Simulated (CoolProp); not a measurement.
Properties of o-xylene at several states (Tc = 630.3 K, pc = 3.737 MPa, ω = 0.312).

Model: reference Helmholtz-energy equation of state, Zhou 2012, in CoolProp.

| T (K) | p (MPa) | phase | Z | cp (kJ/(kg K)) | speed of sound (m/s) | isothermal compressibility (1/MPa) |
|---|---|---|---|---|---|---|
| 424.5 | 0.0952 | gas | 0.9584 | 1.753 | 179.8 | 10.98 |
| 302 | 0.102 | liquid | … | … | 1332 | … |
| 411.2 | 0.0472 | gas | 0.9770 | 1.683 | 180.2 | 21.70 |
| 403.3 | 2.66 | liquid | … | 2.116 | … | … |

### Question
Some entries are withheld; supply them.

### Answer

- 302, Z: 0.004941
- 302, cp (kJ/(kg K)): 1.776
- 302, isothermal compressibility (1/MPa): 0.0008281
- 403.3, Z: 0.1071
- 403.3, speed of sound (m/s): 966.5
- 403.3, isothermal compressibility (1/MPa): 0.001694
